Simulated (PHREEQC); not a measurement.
Make-up at 35 °C: 0.0017 mol/kgw NH4HF2. Closed to the air; pH follows from the charge balance.

The numbers come from PHREEQC with the ion-association model, phreeqc.dat.

| quantity | before | after |
|---|---|---|
| pH | 3.44 | 7.13 |
| ionic strength (mol/kgw) | 0.00209 | 0.00170 |
| F- (mol/kgw) | 0.00207 | 0.00170 |
| HF (mol/kgw) | 0.00130 | 2.17e-7 |
| HF2- (mol/kgw) | 1.11e-5 | 1.51e-9 |

Q: Which change was made?
A) NH4HF2 from 0.0017 to 0.0085 mol/kgw
B) temperature from 35 to 90 °C
C) NH4HF2 replaced by KF at the same molality
D) NH4HF2 from 0.0017 to 0.0034 mol/kgw
E) diluted 2-fold with water

A: C, NH4HF2 replaced by KF at the same molality

This is a speciation only: nothing precipitates in the calculation.
